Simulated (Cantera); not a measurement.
Diamond growth

A diamond (100) surface in a fixed gas of H2 with x(CH4) = 0.023, x(H) = 0.00074, x(CH3) = 0.0005, 0.270 bar; coverages are run to steady state.

Model: the Harris–Goodwin 1993 mechanism for the reconstructed diamond (100) surface, integrated in Cantera.

```json
[
 {"T (K)": "900", "growth (µm/h)": "23.8", "θ c6HH": "0.418", "θ c6H*": "0.00623", "θ c6*H": "0.174", "θ c6**": "0.00216", "θ c6HM": "0.322"},
 {"T (K)": "975", "growth (µm/h)": "38.3", "θ c6HH": "0.421", "θ c6H*": "0.0107", "θ c6*H": "0.234", "θ c6**": "0.00431", "θ c6HM": "0.247"},
 {"T (K)": "1050", "growth (µm/h)": "51.3", "θ c6HH": "0.424", "θ c6H*": "0.0168", "θ c6*H": "0.300", "θ c6**": "0.00760", "θ c6HM": "0.175"},
 {"T (K)": "1125", "growth (µm/h)": "49.1", "θ c6HH": "0.439", "θ c6H*": "0.0252", "θ c6*H": "0.376", "θ c6**": "0.0123", "θ c6HM": "0.0937"},
 {"T (K)": "1200", "growth (µm/h)": "30.3", "θ c6HH": "0.448", "θ c6H*": "0.0347", "θ c6*H": "0.443", "θ c6**": "0.0176", "θ c6HM": "0.0314"},
 {"T (K)": "1275", "growth (µm/h)": "17.7", "θ c6HH": "0.440", "θ c6H*": "0.0428", "θ c6*H": "0.476", "θ c6**": "0.0218", "θ c6HM": "0.00778"},
 {"T (K)": "1350", "growth (µm/h)": "13.4", "θ c6HH": "0.431", "θ c6H*": "0.0493", "θ c6*H": "0.486", "θ c6**": "0.0246", "θ c6HM": "0.00183"}
]
```
θ: site fractions in the mechanism's names (c6HH fully hydrogenated, c6H* and c6*H radical sites, c6** diradical, c6HM methylated).
